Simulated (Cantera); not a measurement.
Standard-state values (1 bar) from the NASA 1993 polynomials, evaluated with Cantera. Values are per mole of reaction as written; species without (g) are pure solids or liquids, kept so even where they would boil at 1 bar. TaC: taken at fixed stoichiometry.

4 Ta2O5 + 2 TaC + 2 C2H6(g) → 3 C2H4(g) + 10 TaO2(g)

```csv
T (K),ΔH° (kJ),ΔS° (J/K),ΔG° (kJ),log10 K
2098,5863.7,1679.3,2340.6,-58.27
2248,(withheld),(withheld),(withheld),(withheld)
2398,5722.0,1616.2,1846.5,-40.22
2548,(withheld),(withheld),(withheld),(withheld)
2698,(withheld),(withheld),(withheld),(withheld)
2848,(withheld),(withheld),(withheld),(withheld)
```

Question: Some entries are withheld; supply them.

Answer: 
- 2248, ΔH° (kJ): 5792.9
- 2248, ΔS° (J/K): 1646.7
- 2248, ΔG° (kJ): 2091.2
- 2248, log10 K: -48.59
- 2548, ΔH° (kJ): 5651.1
- 2548, ΔS° (J/K): 1587.5
- 2548, ΔG° (kJ): 1606.3
- 2548, log10 K: -32.93
- 2698, ΔH° (kJ): 5580.2
- 2698, ΔS° (J/K): 1560.4
- 2698, ΔG° (kJ): 1370.2
- 2698, log10 K: -26.53
- 2848, ΔH° (kJ): 5509.2
- 2848, ΔS° (J/K): 1534.8
- 2848, ΔG° (kJ): 1138.1
- 2848, log10 K: -20.87
